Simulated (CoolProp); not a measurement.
Ammonia at 293.15 K and 1.32 MPa flows at 0.13 m/s in a round tube of 25 mm bore and 15 µm roughness, fully developed (64/Re and Nu = 3.66 if laminar; Colebrook and Gnielinski if turbulent). Each further row changes one setting.

Computed with CoolProp (reference Helmholtz-energy equation of state, Gao 2020).

```
case               Reynolds number  Darcy friction factor  pressure drop (Pa/m)  heat-transfer coefficient (W/(m² K))  mass flow (kg/h)
-----------------  ---------------  ---------------------  --------------------  ------------------------------------  ----------------
as stated                    14300                    ___                  6.03                                   ___               ___
velocity 0.26 m/s            28600                 0.0253                   ___                                  2010               281
diameter 50 mm               28600                 0.0245                  2.53                                   976               561
```

Question: Complete the blanks.

Answer: 
- as stated, Darcy friction factor: 0.0292
- as stated, heat-transfer coefficient (W/(m² K)): 1110
- as stated, mass flow (kg/h): 140
- velocity 0.26 m/s, pressure drop (Pa/m): 20.9

Viscosity comes from a separate model (Fenghour 1995). Thermal conductivity comes from a separate model (Tufeu 1984).
